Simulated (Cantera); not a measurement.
A closed system holds: 1 mol V, 0.7 mol N₂, equilibrated at 0.370 Pa.

Method: chemical equilibrium by Gibbs-energy minimisation in Cantera with the NASA 1993 tables (ideal gas, pure condensed phases). Candidate condensed phases: V, VN; 4 gas species. Kinetics and transport are ignored. All values below are at 2400 K.

Base state: V 0.588, N₂ 0.412, N 3.72e-5 (mole fractions); condensed: gas only.

Problem. What changes in the equilibrium state with this change: V replaced by Zr?

Solution. 
```csv
species,before,after
N₂,0.412,0.907
Zr,0,0.0926
N,3.72e-5,5.52e-5
V,0.588,0
"ZrN(s), mol",0,0.979
```
ZrN: taken at fixed stoichiometry. Further candidate phases: Zr, ZrN.
